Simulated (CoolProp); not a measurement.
Vapour-liquid equilibrium of R152A (1) + n-butane (2) at 599 kPa; x and y are mole fractions of (1).

Model: multi-fluid Helmholtz-energy mixture model, Outcalt 1996 and Bücker 2006; pair parameters Bell 2016, in CoolProp.

Problem. Give the bubble temperature and the first vapour's composition at x = 0.125, 0.35, 0.425. Is there an azeotrope?

Solution. x = 0.125: 39.3 °C, y = 0.412; x = 0.35: 28.6 °C, y = 0.622; x = 0.425: 27.1 °C, y = 0.655. y crosses x between x = 0.8 and 0.875: the model has an azeotrope there.

The pair parameters rest on a limited set of measurements; away from them the model extrapolates.
